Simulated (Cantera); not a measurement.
A freely propagating, adiabatic, planar premixed flame of H₂ : O₂ : N₂ = 1 : 0.769 : 2.38 (molar parts), unburnt at 375 K and 760 Torr; mixture-averaged transport, grid criteria slope 0.08 and curve 0.16, no radiation.

Detailed kinetics in Cantera: the H2/O2 subset of GRI-Mech 3.0, which has no nitrogen chemistry. Burning velocities carry a grid error of a few per cent, more on coarse grids. Lean hydrogen flames are cellular in practice and burn faster than this planar one.

x: mole fraction of selected species; z is measured from the peak of heat release.

| z (mm) | T (K) | u (m/s) | x H₂ | x O₂ | x H | x H₂O | x O | x HO₂ |
|---|---|---|---|---|---|---|---|---|
| -1.00 | 375 | 2.29 | 0.241 | 0.185 | <1e-8 | <1e-8 | <1e-8 | <1e-8 |
| -0.668 | 375 | 2.29 | 0.241 | 0.185 | <1e-8 | 4.07e-8 | <1e-8 | <1e-8 |
| -0.501 | 375 | 2.29 | 0.241 | 0.185 | <1e-8 | 6.45e-7 | <1e-8 | ___ |
| -0.334 | 376 | 2.28 | 0.239 | 0.186 | <1e-8 | 1.28e-5 | 2.76e-8 | ___ |
| -0.167 | 418 | 2.49 | 0.218 | 0.190 | 6.71e-6 | 0.00215 | 3.17e-6 | ___ |
| -0.0835 | 711 | 4.07 | 0.170 | 0.185 | 0.00195 | 0.0314 | 0.000220 | ___ |
| 0 | 1135 | 6.33 | 0.0995 | 0.153 | 0.0124 | 0.106 | 0.00330 | ___ |
| 0.0835 | 1437 | 7.95 | 0.0431 | 0.109 | 0.0209 | 0.181 | 0.00923 | ___ |
| 0.167 | 1605 | 8.86 | 0.0220 | 0.0873 | 0.0200 | 0.215 | 0.0117 | ___ |
| 0.334 | 1773 | 9.72 | 0.0142 | 0.0787 | 0.0132 | 0.232 | 0.0104 | ___ |
| 0.668 | 1919 | 10.4 | 0.0100 | 0.0759 | 0.00660 | 0.244 | 0.00700 | ___ |
| 1.34 | 2028 | 11.0 | 0.00579 | 0.0748 | 0.00255 | 0.254 | 0.00388 | ___ |
| 2.67 | 2095 | 11.3 | 0.00274 | 0.0747 | 0.000780 | 0.261 | 0.00181 | ___ |

Fill in the missing entries.


- -0.501, x HO₂: 3.54e-8
- -0.334, x HO₂: 8.52e-7
- -0.167, x HO₂: 0.000190
- -0.0835, x HO₂: 0.000357
- 0, x HO₂: 0.000153
- 0.0835, x HO₂: 8.44e-5
- 0.167, x HO₂: 5.57e-5
- 0.334, x HO₂: 3.58e-5
- 0.668, x HO₂: 2.13e-5
- 1.34, x HO₂: 1.13e-5
- 2.67, x HO₂: 5.99e-6
